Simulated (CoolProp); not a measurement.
Values from CoolProp's reference Helmholtz-energy equation of state, Guder 2009.

Question: For sulfur hexafluoride, give the phase and the cv (kJ/(kg K)), speed of sound (m/s), Joule-Thomson coefficient (K/MPa), Prandtl number at 63.65 °C and 11.6 MPa.

Answer: 
- 63.65 °C and 11.6 MPa: supercritical; cv 0.714, speed of sound 240, Joule-Thomson coefficient 0.651, Prandtl number 2.18

Viscosity comes from a separate model (Quiñones-Cisneros 2012). Thermal conductivity comes from a separate model (Assael 2012).
